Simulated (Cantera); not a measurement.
Fe₃O₄ + CO (carbothermic reduction)

A closed system holds: 1 mol Fe₃O₄, 2 mol CO, equilibrated at 1 atm.

Method: chemical equilibrium by Gibbs-energy minimisation in Cantera with the NASA 1993 tables (ideal gas, pure condensed phases). Candidate condensed phases: C, Fe, Fe(CO)₅, FeO, Fe₂O₃, Fe₃O₄; 15 gas species. The tables' stoichiometric FeO is somewhat more stable than real wüstite, so its field is too wide. FeO: taken at fixed stoichiometry. Kinetics and transport are ignored.

From 1125 K to 1625 K the condensed part is FeO(s). From 1725 K to 2125 K the condensed part is FeO(l).

```tsv
T (K)	x CO₂	x CO	x Fe	x FeO	n FeO(s)	n FeO(l)
1125	0.500	0.500	<1e-12	<1e-12	3.00	0
1225	0.500	0.500	2.20e-11	<1e-12	3.00	0
1325	0.500	0.500	3.95e-10	1.25e-12	3.00	0
1425	0.500	0.500	4.68e-9	3.02e-11	3.00	0
1525	0.500	0.500	3.98e-8	4.74e-10	3.00	0
1625	0.500	0.500	2.57e-7	5.23e-9	3.00	0
1725	0.500	0.500	1.23e-6	4.00e-8	0	3.00
1825	0.500	0.500	4.80e-6	2.36e-7	0	3.00
1925	0.500	0.500	1.61e-5	1.15e-6	0	3.00
2025	0.500	0.500	4.78e-5	4.73e-6	0	3.00
2125	0.500	0.500	0.000127	1.69e-5	0	3.00
```
x: gas mole fraction; n: condensed amount in mol.
